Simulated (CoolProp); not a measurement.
Values from CoolProp's reference Helmholtz-energy equation of state, Lemmon 2006. It is a short technical equation, of lower accuracy than the large ones.

Q: Give the vapour pressure (MPa), liquid density (kg/m³), vapour density (kg/m³), surface tension (mN/m) of saturated acetone at 10.05 °C.

A: 
```json
[
 {"T (°C)": "10.05", "p (MPa)": "0.0155", "liquid density (kg/m³)": "801", "vapour density (kg/m³)": "0.389", "surface tension (mN/m)": "24.6"}
]
```

Surface tension comes from a separate correlation (Mulero 2012).
